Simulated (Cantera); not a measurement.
Input: 1 mol C2F6, 0.53 mol HCl, 15 mol H2, equilibrated at 750 Torr.

Method: chemical equilibrium by Gibbs-energy minimisation in Cantera with the NASA 1993 tables (ideal gas, pure condensed phases). Candidate condensed phases: C, C6H6, C7H8, C8H18; 118 gas species. The feed counts by its element totals alone. Kinetics and transport are ignored.

x: gas mole fraction; n: condensed amount in mol.

```json
[
 {"T (K)": "1423", "x H2": "0.645", "x HF": "0.324", "x H": "5.34e-6", "x HCl": "0.0286", "x C2H2 (acetylene)": "2.22e-6", "x CH4": "0.00159", "n C(graphite)": "1.97"},
 {"T (K)": "1573", "x H2": "0.647", "x HF": "0.324", "x H": "…", "x HCl": "0.0286", "x C2H2 (acetylene)": "…", "x CH4": "…", "n C(graphite)": "1.99"},
 {"T (K)": "1723", "x H2": "0.647", "x HF": "0.324", "x H": "0.000147", "x HCl": "0.0286", "x C2H2 (acetylene)": "5.85e-5", "x CH4": "0.000421", "n C(graphite)": "1.99"},
 {"T (K)": "1873", "x H2": "0.647", "x HF": "0.324", "x H": "0.000519", "x HCl": "0.0286", "x C2H2 (acetylene)": "0.000202", "x CH4": "0.000255", "n C(graphite)": "1.99"},
 {"T (K)": "2023", "x H2": "0.646", "x HF": "0.324", "x H": "0.00153", "x HCl": "0.0285", "x C2H2 (acetylene)": "0.000577", "x CH4": "0.000167", "n C(graphite)": "1.98"},
 {"T (K)": "2173", "x H2": "0.643", "x HF": "0.323", "x H": "0.00387", "x HCl": "0.0284", "x C2H2 (acetylene)": "0.00142", "x CH4": "0.000115", "n C(graphite)": "1.94"},
 {"T (K)": "2323", "x H2": "0.637", "x HF": "0.322", "x H": "…", "x HCl": "0.0282", "x C2H2 (acetylene)": "…", "x CH4": "…", "n C(graphite)": "1.88"},
 {"T (K)": "2473", "x H2": "0.627", "x HF": "0.321", "x H": "0.0177", "x HCl": "0.0278", "x C2H2 (acetylene)": "0.00604", "x CH4": "6.16e-5", "n C(graphite)": "1.77"},
 {"T (K)": "2623", "x H2": "0.610", "x HF": "0.318", "x H": "0.0329", "x HCl": "0.0271", "x C2H2 (acetylene)": "0.0108", "x CH4": "4.62e-5", "n C(graphite)": "1.58"}
]
```

Task: Fill in the missing entries.

Result: 
- 2323, x H: 0.00869
- 2323, x C2H2 (acetylene): 0.00309
- 2323, x CH4: 8.32e-5
- 1573, x H: 3.27e-5
- 1573, x C2H2 (acetylene): 1.33e-5
- 1573, x CH4: 0.000767
